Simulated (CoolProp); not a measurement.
The fluid at 346.41 K and 1.23 MPa flows at 0.32 m/s in a round tube of 1 mm bore and 0.25 µm roughness, fully developed (64/Re and Nu = 3.66 if laminar; Colebrook and Gnielinski if turbulent). The same conditions are run with several fluids, on thermodynamics alone (safety and materials aside).

Values from CoolProp's reference Helmholtz-energy equation of state of each fluid (CH2F2 (R32): Tillner-Roth 1997; dry air: Lemmon 2000; sulfur hexafluoride: Guder 2009; ethane: Bücker 2006; methane: Setzmann 1991). Blends and air are pseudo-pure fits.

**Question.** Rank CH2F2 (R32), dry air, sulfur hexafluoride, ethane, methane by Reynolds number, highest first.

**Answer.** sulfur hexafluoride (1220), CH2F2 (R32) (502), ethane (396), dry air (190), methane (173)

```
fluid                Darcy friction factor  pressure drop (Pa/m)  heat-transfer coefficient (W/(m² K))  mass flow (kg/h)
-------------------  ---------------------  --------------------  ------------------------------------  ----------------
CH2F2 (R32)                          0.127                   160                                  70.4            0.0221
dry air                              0.337                   214                                   110            0.0112
sulfur hexafluoride                 0.0523                   183                                  63.9            0.0618
ethane                               0.162                   113                                   104            0.0123
methane                              0.370                   131                                   153           0.00627
```

Transport values come from each fluid's own correlations; those of CH2F2 (R32) are estimates that may be off by 10 % or more.
